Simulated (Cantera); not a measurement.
Input: 1 mol AlN, 0.014 mol H2, equilibrated at 23.0 mbar.

Equilibrium computed with Cantera from the NASA thermochemical tables; the gas is ideal and each condensed phase is pure. Candidate condensed phases: Al, AlN; 13 gas species. Kinetics and transport are ignored. All values below are at 2077 °C.

Base state: Al 0.657, N2 0.330, H 0.00616, H2 0.00561, AlH 0.00109, Al2 0.000640 (mole fractions); condensed: gas only.

Question: What changes in the equilibrium state with this change: H2 from 0.014 to 1.8 mol?

Answer: 
```
species    before     after
-------  --------  --------
H2        0.00561     0.500
Al          0.657     0.290
N2          0.330     0.147
H         0.00616    0.0581
Al2      0.000640  0.000125
AlH       0.00109   0.00452
```

Question: What changes in the equilibrium state with this change: H2 from 0.014 to 0.54 mol?

Answer: 
```
species    before     after
-------  --------  --------
Al          0.657     0.476
N2          0.330     0.241
H2        0.00561     0.238
H         0.00616    0.0401
AlH       0.00109   0.00512
Al2      0.000640  0.000336
```
